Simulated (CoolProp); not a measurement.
Vapour-liquid equilibrium of R114 (1) + benzene (2) at 288.9 K; x and y are mole fractions of (1).

Values from CoolProp's multi-fluid Helmholtz-energy mixture model, Platzer 1990 and Thol 2012; pair parameters Bell 2016. This equation is an older, rougher fit; its heat capacities, sound speeds and derivatives of the liquid may be far off and weren't checked against measurements.

Q: Give the bubble pressure and the first vapour's composition at x = 0.05, 0.875, 0.95. Is there an azeotrope?

A: x = 0.05: 0.03342 MPa, y = 0.765; x = 0.875: 0.1422 MPa, y = 0.980; x = 0.95: 0.1510 MPa, y = 0.991. No azeotrope shows between x = 0.05 and 0.95.

Pair parameters are fitted to limited data, so mixtures are less certain than the pure fluids. With so large a gap from Raoult's law the liquid may split in two, which this calculation doesn't test in full.
